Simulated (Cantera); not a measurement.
Input: 1 mol B, 51 mol H2, 0.28 mol N2, held at 1423 K and 73.0 Pa.

These are equilibrium values from Cantera (NASA tables, ideal gas, pure condensed phases), not measurements of a reactor. Candidate condensed phases: B, BN; 15 gas species. N2 is the only nitrogen source here; it is nearly inert below about 1500 K, so the nitride shown seldom forms there in practice. Mutual solubility and eutectic melting of coexisting phases are not modelled. Equilibrium is a limit: real reactors are often held back by kinetics, nucleation or transport.

Base state: H2 1.000, H 0.000246 (mole fractions); condensed: B(s) + BN(s).

Problem. What changes in the equilibrium state with this change: B replaced by B2O3?

Solution. 
```csv
species,before,after
H2,1.000,0.972
HBO2,0,0.00805
HBO,0,0.00758
B2O3,0,0.00562
B2O2,0,0.000549
H2O,0,0.000341
"B(s), mol",0.440,0
"BN(s), mol",0.560,0
"B2O3(l), mol",0,0.271
```
Further candidate phases: B2O3, B3O3H3, H2O.

Problem. What changes in the equilibrium state with this change: B replaced by B2H6?

Solution. 
| species | before | after |
|---|---|---|
| H2 | 1.000 | 1.000 |
| H | 0.000246 | 0.000246 |
| B(s), mol | 0.440 | 1.44 |
| BN(s), mol | 0.560 | 0.560 |
The feed counts by its element totals alone.
